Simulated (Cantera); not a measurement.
A closed system holds: 1 mol Si3N4, 0.23 mol N2, 0.0022 mol Si, held at 2775 K and 7.50 Torr.

Equilibrium computed with Cantera from the NASA thermochemical tables; the gas is ideal and each condensed phase is pure. Candidate condensed phases: Si, Si3N4; 7 gas species. The tables' values for SiN are old estimates; treat these amounts as uncertain. Rates play no part.

Base state: Si 0.566, N2 0.427, Si2 0.00406, SiN 0.00257, Si2N 0.000359, Si3 0.000119, N 1.90e-5 (mole fractions); condensed: gas only.

**Question.** What changes in the equilibrium state with this change: temperature from 2775 K to 2475 K?

**Answer.** 
| species | before | after |
|---|---|---|
| N2 | 0.427 | 0.589 |
| Si | 0.566 | 0.393 |
| Si2 | 0.00406 | 0.0101 |
| Si3 | 0.000119 | 0.00176 |
| N | 1.90e-5 | 1.78e-6 |
| Si(l), mol | 0 | 1.39 |

**Question.** What changes in the equilibrium state with this change: N2 from 0.23 to 1.7 mol?

**Answer.** 
```
species    before     after
-------  --------  --------
N2          0.427     0.553
Si          0.566     0.442
Si2       0.00406   0.00248
Si3      0.000119   5.69e-5
Si2N     0.000359  0.000249
N         1.90e-5   2.16e-5
SiN       0.00257   0.00228
```
